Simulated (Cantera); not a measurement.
Input (Python, Cantera) and output of one run.

```python
import numpy as np
import cantera as ct

gas_names = [...]  # 95 gases of nasa_gas.yaml made of C, F, H
cond_names = """
    C(gr) C6H6(L) C7H8(L) C8H18(L),n-octa
""".split()


# ... load() reads the species with a 1 bar reference pressure and builds the phases ...
atoms = {
    'CHF3': {'C': 1, 'H': 1, 'F': 3},
    'CH4': {'C': 1, 'H': 4},
}
top_T = {'C(gr)': 4500}  # K; cautious upper limits of use, not melting points


# ... equilibrate(T, P, feed) seeds the gas with the atoms and calls Mixture.equilibrate('TP', solver="vcs", rtol=1e-11, max_steps=5000) ...
results = []
feed = {'CHF3': 1, 'CH4': 0.21}  # mol
P = 10000  # Pa
for T in [3025, 3075, 3125, 3175, 3225, 3275, 3325]:
    mix = equilibrate(T, P, feed)
    results.append((T, P, feed, dict(zip(mix.species_names, mix.species_moles))))

top = {s: max(r[3][s] / sum(r[3][g] for g in gas_names) for r in results) for s in gas_names}
cols = sorted((s for s in top if top[s] > 0.001), key=lambda s: -top[s])[:8]
seen = [c for c in cond_names if any(r[3].get(c, 0) > 1e-12 for r in results)]
print("log10 of partial pressures in bar; condensed amounts in mol")
print(f"{'T/K':>10s}" + "".join(f"{s[:9]:>10s}" for s in cols + seen))
for T, P, feed, n in results:
    ng = sum(n[g] for g in gas_names)
    print(f"{T:10.4g}" + "".join(f"{np.log10(max(n[s] / ng * P / 1e5, 1e-99)):10.3f}" for s in cols)
          + "".join(f"{n.get(c, 0):10.4g}" for c in seen))
```

It prints:

```
log10 of partial pressures in bar; condensed amounts in mol
       T/K        HF         F        C3        CF       CF2         H         C        C2     C(gr)
      3025    -1.201    -1.548    -3.391    -2.462    -2.367    -3.379    -4.193    -4.382    0.9433
      3075    -1.208    -1.537    -3.167    -2.408    -2.449    -3.229    -3.993    -4.154    0.9198
      3125    -1.216    -1.530    -2.951    -2.358    -2.535    -3.083    -3.800    -3.934    0.8741
      3175    -1.226    -1.525    -2.742    -2.314    -2.624    -2.940    -3.612    -3.720    0.7951
      3225    -1.240    -1.525    -2.540    -2.274    -2.717    -2.803    -3.431    -3.514    0.6647
      3275    -1.259    -1.528    -2.344    -2.240    -2.816    -2.671    -3.255    -3.313    0.4532
      3325    -1.287    -1.537    -2.154    -2.212    -2.923    -2.547    -3.085    -3.119    0.1089
```

Method: chemical equilibrium by Gibbs-energy minimisation in Cantera with the NASA 1993 tables (ideal gas, pure condensed phases).
